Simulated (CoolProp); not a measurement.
Vapour-liquid equilibrium of dimethyl ether (1) + 1-butene (2) at 348.1 K; x and y are mole fractions of (1).

The numbers come from the multi-fluid Helmholtz-energy mixture model, Wu 2011 and Lemmon 2005; pair parameters Bell 2016 in CoolProp.

```
x     bubble pressure (MPa)  y at the bubble point  dew pressure at overall composition x (MPa)  liquid density (mol/L)
----  ---------------------  ---------------------  -------------------------------------------  ----------------------
0.05                  1.131                  0.087                                        1.105                   9.338
0.2                   1.301                  0.303                                        1.216                   9.676
0.35                  1.458                  0.471                                        1.343                   10.05
0.5                   1.603                  0.611                                        1.487                   10.46
0.65                  1.737                  0.734                                        1.645                   10.93
0.8                   1.860                  0.849                                        1.808                   11.47
0.95                  1.973                  0.962                                        1.962                   12.09
```

No azeotrope shows between x = 0.05 and 0.95.

Pair parameters are fitted to limited data, so mixtures are less certain than the pure fluids.
